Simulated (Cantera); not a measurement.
A Cantera script and its output.

```python
import numpy as np
import cantera as ct

gas = ct.Solution("h2o2.yaml")
gas.TPX = 525, 21000, {'H2': 1, 'O2': 0.5, 'N2': 1.88, 'H2O': 0.11}
flame = ct.FreeFlame(gas, width=0.12)
flame.set_refine_criteria(ratio=3, slope=0.08, curve=0.16)
flame.transport_model = "mixture-averaged"
flame.solve(loglevel=0, auto=True)
z, T = flame.grid, flame.T
thick = (T[-1] - T[0]) / np.gradient(T, z).max()
show = ['H2', 'O2', 'O', 'H2O2', 'HO2', 'H2O']
print(f"laminar burning velocity  {flame.velocity[0] * 100:.3f} cm/s")
print(f"burnt temperature         {T[-1]:.1f} K")
print(f"thermal thickness         {thick * 1e3:.4f} mm")
print(f"grid points               {len(z)}")
z0 = z[flame.heat_release_rate.argmax()]
print(f"{'z/mm':>9s}{'T/K':>9s}{'u/(m/s)':>9s}" + "".join(f"{s:>11s}" for s in show))
rows = []
for k in (-3, -2, -1.5, -1, -0.5, -0.25, 0, 0.25, 0.5, 1, 2, 4, 8):
    zz = z0 + k * thick
    rows.append([k * thick, np.interp(zz, z, T), np.interp(zz, z, flame.velocity),
                 *(np.interp(zz, z, flame.X[gas.species_index(s)]) for s in show)])
    print(f"{rows[-1][0] * 1e3:9.3f}{rows[-1][1]:9.1f}{rows[-1][2]:9.3f}" + "".join(f"{x:11.3e}" for x in rows[-1][3:]))
```

Output:

```
laminar burning velocity  489.726 cm/s
burnt temperature         2376.5 K
thermal thickness         3.3761 mm
grid points               138
     z/mm      T/K  u/(m/s)         H2         O2          O       H2O2        HO2        H2O
  -10.128    525.0    4.897  2.865e-01  1.433e-01  4.705e-18 -8.016e-17  9.950e-15  3.152e-02
   -6.752    525.0    4.897  2.865e-01  1.433e-01  3.899e-15  6.516e-16  3.166e-12  3.152e-02
   -5.064    525.0    4.897  2.865e-01  1.433e-01  4.490e-13  7.117e-14  2.635e-10  3.152e-02
   -3.376    525.0    4.897  2.865e-01  1.433e-01  1.509e-10  3.115e-11  5.820e-08  3.152e-02
   -1.688    529.9    4.936  2.851e-01  1.433e-01  2.941e-06  1.191e-06  8.546e-05  3.179e-02
   -0.844    683.8    6.269  2.609e-01  1.397e-01  1.637e-04  5.604e-06  7.667e-05  4.499e-02
    0.000   1112.7    9.864  1.422e-01  9.778e-02  5.993e-03  1.214e-06  2.654e-05  1.371e-01
    0.844   1399.7   12.254  5.496e-02  4.184e-02  1.280e-02  1.375e-06  9.716e-06  2.358e-01
    1.688   1523.8   13.245  4.760e-02  3.344e-02  1.318e-02  9.887e-07  6.751e-06  2.511e-01
    3.376   1664.0   14.326  4.800e-02  2.981e-02  1.213e-02  5.615e-07  5.057e-06  2.600e-01
    6.752   1815.2   15.455  4.711e-02  2.615e-02  1.026e-02  2.919e-07  3.695e-06  2.708e-01
   13.505   1967.6   16.555  4.403e-02  2.226e-02  7.951e-03  1.585e-07  2.619e-06  2.837e-01
   27.009   2111.1   17.559  3.895e-02  1.834e-02  5.608e-03  9.855e-08  1.863e-06  2.980e-01
```

Cantera simulation using the H2/O2 subset of GRI-Mech 3.0, which has no nitrogen chemistry; the numbers are that mechanism's predictions, not measurements. Burning velocities carry a grid error of a few per cent, more on coarse grids.
